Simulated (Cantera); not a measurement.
A Cantera script and what it prints.

```python
import numpy as np
import cantera as ct

gas_names = """
    CL CL2 H HCL H2 N NH NH2 NH3 N2 N2H2 N2H4 Si SiCL SiCL2 SiCL3 SiCL4 SiH SiHCL3 SiH2 SiH2CL2 SiH3
    SiH3CL SiH4 SiN Si2 Si2N Si3
""".split()
cond_names = """
    NH4CL(a) NH4CL(b) Si(cr) Si(L) Si3N4(a)
""".split()


# ... load() reads the species with a 1 bar reference pressure and builds the phases ...
atoms = {
    'Si2Cl6': {'Si': 2, 'CL': 6},
    'HCl': {'H': 1, 'CL': 1},
    'N2': {'N': 2},
    'Cl2': {'CL': 2},
}
top_T = {'Si3N4(a)': 2400}  # K; cautious upper limits of use, not melting points


# ... equilibrate(T, P, feed) seeds the gas with the atoms and calls Mixture.equilibrate('TP', solver="vcs", rtol=1e-11, max_steps=5000) ...
results = []
feed = {'Si2Cl6': 1, 'HCl': 0.19, 'N2': 74, 'Cl2': 0.23}  # mol
T = 1325  # K
for P in [100, 460, 2100, 9600, 44000, 200000]:
    mix = equilibrate(T, P, feed)
    results.append((T, P, feed, dict(zip(mix.species_names, mix.species_moles))))

top = {s: max(r[3][s] / sum(r[3][g] for g in gas_names) for r in results) for s in gas_names}
cols = sorted((s for s in top if top[s] > 1e-06), key=lambda s: -top[s])[:7]
seen = [c for c in cond_names if any(r[3].get(c, 0) > 1e-12 for r in results)]
print("log10 of partial pressures in bar; condensed amounts in mol")
print(f"{'P/Pa':>10s}" + "".join(f"{s[:9]:>10s}" for s in cols + seen))
for T, P, feed, n in results:
    ng = sum(n[g] for g in gas_names)
    print(f"{P:10.4g}" + "".join(f"{np.log10(max(n[s] / ng * P / 1e5, 1e-99)):10.3f}" for s in cols)
          + "".join(f"{n.get(c, 0):10.4g}" for c in seen))
```

Result:

```
log10 of partial pressures in bar; condensed amounts in mol
      P/Pa        N2     SiCL4     SiCL2     SiCL3       HCL        CL        H2  Si3N4(a)
       100    -3.013    -4.858    -5.102    -5.348    -5.604    -7.061    -8.811         0
       460    -2.350    -4.194    -4.442    -4.685    -4.943    -7.060    -7.493         0
      2100    -1.689    -3.427    -4.260    -4.211    -4.282    -6.767    -6.756   0.07664
      9600    -1.029    -2.723    -4.128    -3.793    -3.622    -6.481    -6.008    0.1078
   4.4e+04    -0.367    -2.043    -4.008    -3.393    -2.962    -6.201    -5.247    0.1195
     2e+05     0.290    -1.377    -3.894    -3.003    -2.305    -5.925    -4.487    0.1241
```

These are equilibrium values from Cantera (NASA tables, ideal gas, pure condensed phases), not measurements of a reactor. The feed counts by its element totals alone. N2 is the only nitrogen source here; it is nearly inert below about 1500 K, so the nitride shown seldom forms there in practice. The tables' values for SiCl3 are old estimates; treat these amounts as uncertain.
